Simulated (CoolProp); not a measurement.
Vapour-liquid equilibrium of cyclopentane (1) + octamethylcyclotetrasiloxane (D4) (2) at 0.461 MPa; x and y are mole fractions of (1).

The numbers come from the multi-fluid Helmholtz-energy mixture model, Gedanitz 2015 and Thol 2015; pair parameters Bell 2016 in CoolProp.

| x | bubble temperature (°C) | y at the bubble point | dew temperature at overall composition x (°C) | liquid density (mol/L) |
|---|---|---|---|---|
| 0.05 | 236.5 | 0.179 | 244.2 | 2.343 |
| 0.2 | 203.5 | ___ | 235.2 | 2.870 |
| 0.35 | 173.5 | 0.838 | 225.2 | 3.497 |
| 0.5 | ___ | 0.935 | 213.7 | 4.255 |
| 0.65 | ___ | 0.975 | 199.5 | ___ |
| 0.8 | 117.4 | 0.992 | 180.1 | 6.533 |
| 0.95 | 107.0 | 0.999 | ___ | 8.463 |

**Question.** Complete the blanks.

**Answer.** 
- 0.2, y at the bubble point: 0.611
- 0.5, bubble temperature (°C): 149.6
- 0.65, bubble temperature (°C): 131.4
- 0.65, liquid density (mol/L): 5.220
- 0.95, dew temperature at overall composition x (°C): 144.1

No azeotrope shows between x = 0.05 and 0.95.

The pair parameters rest on a limited set of measurements; away from them the model extrapolates. With so large a gap from Raoult's law the liquid may split in two, which this calculation doesn't test in full.
